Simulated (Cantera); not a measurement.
A Cantera script and what it prints.

```python
import numpy as np
import cantera as ct

gas_names = """
    Br Br2 H HBr H2 N NH NH2 NH3 N2 N2H2 N2H4 Si SiBr SiBr2 SiBr3 SiBr4 SiH SiHBr3 SiH2 SiH2Br2 SiH3
    SiH3Br SiH4 SiN Si2 Si2N Si3
""".split()
cond_names = """
    Br2(cr) Br2(L) Si(cr) Si(L) Si3N4(a)
""".split()


def load(file, names, dense=False):
    # The tables refer to 1 bar. Condensed volumes are neglected.
    table = {s.name: s for s in ct.Species.list_from_file(file)}
    out = []
    for n in names:
        d = dict(table[n].input_data)
        d["thermo"] = dict(d["thermo"], **{"reference-pressure": 1e5})
        if dense:
            d["equation-of-state"] = {"model": "constant-volume", "density": "1e6 g/cm^3"}
        out.append(ct.Species.from_dict(d))
    return out


gas = ct.Solution(thermo="ideal-gas", species=load("nasa_gas.yaml", gas_names))
cond = {s.name: ct.Solution(thermo="fixed-stoichiometry", species=[s], name=s.name)
        for s in load("nasa_condensed.yaml", cond_names, dense=True)}
atoms = {
    'Si': {'Si': 1},
    'HBr': {'H': 1, 'Br': 1},
    'N2': {'N': 2},
}
top_T = {'Si3N4(a)': 2400}  # K; cautious upper limits of use, not melting points


def equilibrate(T, P, feed):
    n = {}
    for name, mol in feed.items():
        for a, k in atoms[name].items():
            n[a] = n.get(a, 0.0) + k * mol
    gas.TPX = T, P, n
    mass = sum(n.values()) * gas.mean_molecular_weight
    gas.equilibrate("TP")
    valid = [c for c in cond.values() if c.min_temp <= T <= top_T.get(c.name, c.max_temp)]
    mix = ct.Mixture([(gas, mass / gas.mean_molecular_weight)] + [(c, 0.0) for c in valid])
    mix.T, mix.P = T, P
    mix.equilibrate("TP", solver="vcs", rtol=1e-11, max_steps=5000)
    return mix


results = []
feed = {'Si': 1, 'HBr': 6.8, 'N2': 18}  # mol
T = 1125  # K
P = 2.4  # Pa
mix = equilibrate(T, P, feed)
results.append((T, P, feed, dict(zip(mix.species_names, mix.species_moles))))
x = sorted(zip(gas.X, gas.species_names), reverse=True)
print(f"T = {T:g} K  P = {P:g} Pa  gas = {mix.phase_moles(0):.4g} mol")
print("   x: " + "  ".join(f"{s} {v:.3e}" for v, s in x if v > 1e-05))
print("   condensed (mol): " + ("  ".join(f"{mix.phase(i).name} {mix.phase_moles(i):.4g}"
      for i in range(1, mix.n_phases) if mix.phase_moles(i) > 1e-12) or "none"))
```

It prints:

```
T = 1125 K  P = 2.4 Pa  gas = 24.36 mol
   x: N2 7.208e-01  HBr 2.330e-01  H2 2.309e-02  Br 9.220e-03  SiBr2 8.968e-03  SiBr4 4.294e-03  SiBr3 6.070e-04
   condensed (mol): Si3N4(a) 0.2207
```

These are equilibrium values from Cantera (NASA tables, ideal gas, pure condensed phases), not measurements of a reactor. N2 is the only nitrogen source here; it is nearly inert below about 1500 K, so the nitride shown seldom forms there in practice. The tables' values for SiBr3 are old estimates; treat these amounts as uncertain.
